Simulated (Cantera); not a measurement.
Feed: 1 mol Si₂H₆, 9.2 mol O₃, 12 mol H₂, 0.065 mol Cl₂, at 72.0 mbar.

Cantera equilibrium calculation (NASA polynomials, part measured and part estimated; ideal gas, pure solids and liquids). Candidate condensed phases: H₂O, Si, SiO₂; 30 gas species. The feed counts by its element totals alone. The tables hold silica as quartz up to 1696 K and as liquid above; real silica turns to tridymite and cristobalite and melts near 1996 K. Gases not in the tables: Si(OH)₄. Kinetics and transport are ignored.

### Question
At 1500 K, list the 4 most abundant gas species with their mole fractions, and the condensed phases.

### Answer
H₂O 0.770, O₂ 0.223, HCl 0.00660, OH 0.000425. Condensed: SiO₂(β-quartz).
